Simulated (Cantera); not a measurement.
Charge: 1 mol (CH3)2SiCl2, 0.005 mol C3H8, 1.5 mol H2, equilibrated at 0.00133 bar.

Method: chemical equilibrium by Gibbs-energy minimisation in Cantera with the NASA 1993 tables (ideal gas, pure condensed phases). Candidate condensed phases: C, C6H6, C7H8, C8H18, Si, SiC; 109 gas species. The feed counts by its element totals alone. The tables' values for SiCl3 are old estimates; treat these amounts as uncertain. Rates play no part.

Question: At 1575 K, list the 4 most abundant gas species with their mole fractions, and the condensed phases.

Answer: H2 0.643, HCl 0.349, SiCl2 0.00618, H 0.000913. Condensed: C(graphite) + SiC(s).
